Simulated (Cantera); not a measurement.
**Hydrogen reduction and annealing atmospheres: Cu₂O + H₂ + N₂**

A closed system holds: 1 mol Cu₂O, 0.62 mol H₂, 0.38 mol N₂, held at 60.0 Torr.

Equilibrium computed with Cantera from the NASA thermochemical tables; the gas is ideal and each condensed phase is pure. Candidate condensed phases: Cu, CuO, Cu(OH)₂, Cu₂O, H₂O; 27 gas species. Each liquid is taken as pure. Mutual solubility and eutectic melting of coexisting phases are not modelled. The numbers say what is thermodynamically allowed, not how fast it happens.

| T (°C) | x H₂O | x N₂ | x O₂ | x Cu | x OH | x NO | n Cu(s) | n Cu₂O(s) | n Cu(l) | n Cu₂O(l) |
|---|---|---|---|---|---|---|---|---|---|---|
| 602 | 0.620 | 0.380 | 4.06e-12 | <1e-12 | 6.93e-11 | 1.99e-11 | 1.24 | 0.380 | 0 | 0 |
| 702 | 0.620 | 0.380 | 4.66e-10 | 6.97e-11 | 2.24e-9 | 7.72e-10 | 1.24 | 0.380 | 0 | 0 |
| 802 | 0.620 | 0.380 | 2.18e-8 | 3.19e-9 | 3.78e-8 | 1.51e-8 | 1.24 | 0.380 | 0 | 0 |
| 902 | 0.620 | 0.380 | 5.23e-7 | 7.56e-8 | 3.93e-7 | 1.76e-7 | 1.24 | 0.380 | 0 | 0 |
| 1002 | 0.620 | 0.380 | 7.53e-6 | 1.08e-6 | 2.83e-6 | 1.39e-6 | 1.24 | 0.380 | 0 | 0 |
| 1102 | 0.620 | 0.380 | 7.72e-5 | 1.03e-5 | 1.55e-5 | 8.36e-6 | 0 | 0.380 | 1.24 | 0 |
| 1202 | 0.619 | 0.380 | 0.000743 | 6.70e-5 | 7.16e-5 | 4.46e-5 | 0 | 0.379 | 1.24 | 0 |
| 1302 | 0.617 | 0.378 | 0.00363 | 0.000342 | 0.000247 | 0.000158 | 0 | 0 | 1.25 | 0.373 |
| 1402 | 0.611 | 0.375 | 0.0112 | 0.00143 | 0.000683 | 0.000419 | 0 | 0 | 1.28 | 0.357 |
| 1502 | 0.596 | 0.366 | 0.0299 | 0.00505 | 0.00167 | 0.000981 | 0 | 0 | 1.36 | 0.316 |
| 1602 | 0.561 | 0.345 | 0.0714 | 0.0155 | 0.00363 | 0.00205 | 0 | 0 | 1.54 | 0.219 |
x: gas mole fraction; n: condensed amount in mol.

From 602 °C to 1002 °C the condensed part is Cu(s) + Cu₂O(s). From 1102 °C to 1202 °C the condensed part is Cu(l) + Cu₂O(s). From 1302 °C to 1602 °C the condensed part is Cu(l) + Cu₂O(l).
